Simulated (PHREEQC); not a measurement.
Model water analysis in mmol/kgw, 20 °C, pH 6.4, pe 11.8:

| constituent | mmol/kgw |
|---|---|
| Na | 0.0234 |
| K | 0.041 |
| Ca | 0.0339 |
| Mg | 0.0914 |
| Cl | 0.154 |
| S(6) | 0.0134 |
| Alkalinity (meq/kgw) | 0.142 |
| Cd | 0.00145 |
| F | 0.00398 |

Valence states are taken as typed.

The numbers come from PHREEQC with the ion-association model, phreeqc.dat.

Precipitation was switched off in this run.

**Question.** What charge-balance error does the model give?

**Answer.** charge-balance error -1.4 %.

**Question.** In which forms is S present?

**Answer.** SO4-2 98 %, MgSO4 1.5 % of the S.
